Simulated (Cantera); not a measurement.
An adiabatic, constant-pressure homogeneous reactor starts with CH4 : O2 : N2 = 1 : 1 : 3.76 (molar parts), at 1448 K and 0.217 atm. Integrator tolerance rtol = 1e-08.

Computed with Cantera and GRI-Mech 3.0 (53 species, 325 reactions).

Q: What does this change do: pressure from 0.217 atm to 19.7 atm?

A: 
| quantity | before | after |
|---|---|---|
| time of steepest temperature rise | 8.55 ms | 0.228 ms |
| temperature at 0.300 s | 2420 K | 2511 K |
| equilibrium temperature | 2420 K | 2511 K |
| x(CH4) at 0.300 s | <1e-12 (gas-phase equilibrium <1e-12) | 5.40e-9 (gas-phase equilibrium 6.04e-9) |
| x(O2) at 0.300 s | 4.67e-5 (gas-phase equilibrium 4.67e-5) | 1.26e-6 (gas-phase equilibrium 1.26e-6) |
| x(HCO) at 0.300 s | 6.80e-8 (gas-phase equilibrium 6.80e-8) | 8.78e-7 (gas-phase equilibrium 8.78e-7) |
| x(CH3) at 0.300 s | 1.51e-12 (gas-phase equilibrium 1.69e-12) | 1.41e-9 (gas-phase equilibrium 1.58e-9) |
| x(H2O) at 0.300 s | 0.127 (gas-phase equilibrium 0.127) | 0.130 (gas-phase equilibrium 0.130) |
The pressure lies above the range GRI-Mech 3.0 was tuned for (to about 10 atm).

Q: What does this change do: pressure from 0.217 atm to 1.00 atm?

A: 
```json
[
 {"quantity": "time of steepest temperature rise", "before": "8.55 ms", "after": "2.83 ms"},
 {"quantity": "temperature at 0.300 s", "before": "2420 K", "after": "2465 K"},
 {"quantity": "equilibrium temperature", "before": "2420 K", "after": "2465 K"},
 {"quantity": "x(CH4) at 0.300 s", "before": "<1e-12 (gas-phase equilibrium <1e-12)", "after": "1.59e-11 (gas-phase equilibrium 1.79e-11)"},
 {"quantity": "x(O2) at 0.300 s", "before": "4.67e-5 (gas-phase equilibrium 4.67e-5)", "after": "1.61e-5 (gas-phase equilibrium 1.61e-5)"},
 {"quantity": "x(HCO) at 0.300 s", "before": "6.80e-8 (gas-phase equilibrium 6.80e-8)", "after": "1.70e-7 (gas-phase equilibrium 1.70e-7)"},
 {"quantity": "x(CH3) at 0.300 s", "before": "1.51e-12 (gas-phase equilibrium 1.69e-12)", "after": "1.54e-11 (gas-phase equilibrium 1.74e-11)"},
 {"quantity": "x(H2O) at 0.300 s", "before": "0.127 (gas-phase equilibrium 0.127)", "after": "0.128 (gas-phase equilibrium 0.128)"}
]
```
